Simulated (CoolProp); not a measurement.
Properties of R1123 at several states.

Values from CoolProp's reference Helmholtz-energy equation of state, Akasaka 2020.

| T (K) | p (kPa) | phase | isothermal compressibility (1/MPa) | fugacity coefficient |
|---|---|---|---|---|
| 268.6 | 10100 | liquid | 0.003624 | 0.1068 |
| 345.4 | 715 | gas | 1.473 | 0.9526 |
| 394.1 | 6890 | supercritical | 0.2152 | 0.7358 |
| 357 | 565 | gas | 1.834 | 0.9665 |
